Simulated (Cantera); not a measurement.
Input: 1 mol Al, 11 mol HCl, 0.31 mol N2, equilibrated at 0.133 bar.

Method: chemical equilibrium by Gibbs-energy minimisation in Cantera with the NASA 1993 tables (ideal gas, pure condensed phases). Candidate condensed phases: Al, AlCl3, AlN, NH4Cl; 20 gas species. Rates play no part.

Which condensed phases are stable at each of these points (T (K)): 425, 575, 725, 875, 1025, 1175, 1325, 1475?


```json
[
 {"T (K)": "425", "condensed phases": "NH4Cl(s)", "Al condensed (%)": "0.0"},
 {"T (K)": "575", "condensed phases": "gas only", "Al condensed (%)": "0.0"},
 {"T (K)": "725", "condensed phases": "gas only", "Al condensed (%)": "0.0"},
 {"T (K)": "875", "condensed phases": "gas only", "Al condensed (%)": "0.0"},
 {"T (K)": "1025", "condensed phases": "gas only", "Al condensed (%)": "0.0"},
 {"T (K)": "1175", "condensed phases": "gas only", "Al condensed (%)": "0.0"},
 {"T (K)": "1325", "condensed phases": "gas only", "Al condensed (%)": "0.0"},
 {"T (K)": "1475", "condensed phases": "gas only", "Al condensed (%)": "0.0"}
]
```

At 425 K the condensed part is NH4Cl(s). From 575 K to 1475 K nothing is condensed.
